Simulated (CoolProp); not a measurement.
The numbers come from the reference Helmholtz-energy equation of state, Thol 2015 in CoolProp.

Task: For octamethylcyclotetrasiloxane (D4), give the phase and the density (kg/m³), Joule-Thomson coefficient (K/MPa), isothermal compressibility (1/MPa), fugacity coefficient at 412.1 K and 4630 kPa; 412.1 K and 5890 kPa; 412.1 K and 6320 kPa.

Result: 
- 412.1 K and 4630 kPa: liquid; density 830, Joule-Thomson coefficient -0.271, isothermal compressibility 0.00363, fugacity coefficient 0.0121
- 412.1 K and 5890 kPa: liquid; density 834, Joule-Thomson coefficient -0.281, isothermal compressibility 0.00345, fugacity coefficient 0.0108
- 412.1 K and 6320 kPa: liquid; density 835, Joule-Thomson coefficient -0.284, isothermal compressibility 0.00339, fugacity coefficient 0.0105
